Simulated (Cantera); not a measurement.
Feed: 1 mol Al, 4.4 mol HCl, 1.5 mol N2, 7.7 mol Cl2, held at 400 K.

Method: chemical equilibrium by Gibbs-energy minimisation in Cantera with the NASA 1993 tables (ideal gas, pure condensed phases). Candidate condensed phases: Al, AlCl3, AlN, NH4Cl; 20 gas species. Equilibrium is a limit: real reactors are often held back by kinetics, nucleation or transport.

At 2200 Pa, list the 5 most abundant gas species with their mole fractions, and the condensed phases.

Cl2 0.492, HCl 0.349, N2 0.119, Al2Cl6 0.0396, AlCl3 7.39e-5. Condensed: gas only.
